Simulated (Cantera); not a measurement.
An adiabatic, constant-volume homogeneous reactor starts with CH₄ : H₂ : O₂ : N₂ : H₂O = 1 : 0.1 : 6.41 : 24.1 : 5.4 (molar parts), equivalence ratio 0.32, at 1425 K and 1000000 Pa. Integrator tolerance rtol = 1e-08.

Detailed kinetics in Cantera: GRI-Mech 3.0 (53 species, 325 reactions).

```tsv
quantity	before	after
time of steepest temperature rise	0.193 ms	83.8 µs
temperature at 0.800 s	2116 K	2199 K
equilibrium temperature	2116 K	2199 K
x(CH₄) at 0.800 s	<1e-12 (gas-phase equilibrium <1e-12)	<1e-12 (gas-phase equilibrium <1e-12)
x(H₂) at 0.800 s	0.000103 (gas-phase equilibrium 0.000103)	0.000180 (gas-phase equilibrium 0.000180)
x(O₂) at 0.800 s	0.114 (gas-phase equilibrium 0.114)	0.113 (gas-phase equilibrium 0.113)
x(OH) at 0.800 s	0.00218 (gas-phase equilibrium 0.00218)	0.00310 (gas-phase equilibrium 0.00310)
x(CH₃) at 0.800 s	<1e-12 (gas-phase equilibrium <1e-12)	<1e-12 (gas-phase equilibrium <1e-12)
x(H₂O) at 0.800 s	0.202 (gas-phase equilibrium 0.202)	0.201 (gas-phase equilibrium 0.201)
```

Which change was made?
(A) pressure from 1000000 Pa to 500000 Pa
(B) initial temperature 1425 to 1525 K
(C) pressure from 1000000 Pa to 100000 Pa
(D) pressure from 1000000 Pa to 1100000 Pa

B, initial temperature 1425 to 1525 K
